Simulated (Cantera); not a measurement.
An isothermal, constant-pressure homogeneous reactor starts with H2 : O2 : N2 = 0.0087 : 1 : 2 (molar parts), equivalence ratio 0.0043, at 1325 K and 0.0267 bar.

Detailed kinetics in Cantera: GRI-Mech 3.0 (53 species, 325 reactions). Radical loss at walls, strong at low pressure, is not modelled.

Problem. Predict: x(H2) at 9.00 s; x(O2) at 9.00 s; x(NO) at 9.00 s; x(H) at 9.00 s; x(N2O) at 9.00 s.

Solution. 
- x(H2) at 9.00 s: 4.18e-8 (gas-phase equilibrium 4.16e-9)
- x(O2) at 9.00 s: 0.331 (gas-phase equilibrium 0.331)
- x(NO) at 9.00 s: 1.49e-7 (gas-phase equilibrium 0.000539)
- x(H) at 9.00 s: 2.04e-8 (gas-phase equilibrium 6.50e-10)
- x(N2O) at 9.00 s: 3.86e-8 (gas-phase equilibrium 5.30e-9)
